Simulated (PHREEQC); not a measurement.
Make-up at 25 °C: 0.00011 mol HBr and 0.0077 mol FeCl3 per kg of water. Closed to the air; pH follows from the charge balance.

The numbers come from PHREEQC with the ion-association model, wateq4f.dat.

The ionic strength comes out as 0.0385 mol/kgw. What activity coefficients do H+, Fe+3, Fe3(OH)4+5, FeOH+2, FeCl+2 get?

H+ 0.86, Fe+3 0.27, Fe3(OH)4+5 0.011, FeOH+2 0.50, FeCl+2 0.50.

Precipitation was switched off in this run. Saturation is exceeded, for instance for Hematite (slow to form), Goethite (slow to form); the values hold only as long as no solid forms. Species that the database lacks are ignored.
